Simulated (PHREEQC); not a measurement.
Make-up at 25 °C: 0.53 mol/kgw MgCl2 and 0.19 mol/kgw SrCl2. Closed to the air; pH follows from the charge balance.

Computed with PHREEQC (Pitzer model, pitzer.dat).

Q: The ionic strength comes out as 2.16 mol/kgw. What activity coefficients do Mg+2, Sr+2, Cl- get?

A: Mg+2 0.37, Sr+2 0.31, Cl- 0.57. Single-ion values are on the MacInnes scale.

Precipitation was switched off in this run. Complexes and solids missing from the database can't appear.
